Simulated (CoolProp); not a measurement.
CHF3 (R23) at several states: density (kg/m³) from the reference equation and from simpler models built on Tc = 26.1 °C, pc = 4832 kPa, ω = 0.263; each cubic takes its own stable root.

Model: reference Helmholtz-energy equation of state, Penoncello 2003, in CoolProp.

| T (°C) | p (kPa) | phase | reference | Redlich-Kwong | Soave-Redlich-Kwong |
|---|---|---|---|---|---|
| 15.75 | 528 | gas | 16.13 | 16.07 | 16.08 |
| 10.95 | 14.8 | gas | 0.4393 | 0.4392 | 0.4392 |
| -133.75 | 2090 | liquid | 1634 | 1354 | 1378 |
| 110.85 | 379 | gas | 8.409 | 8.418 | 8.400 |
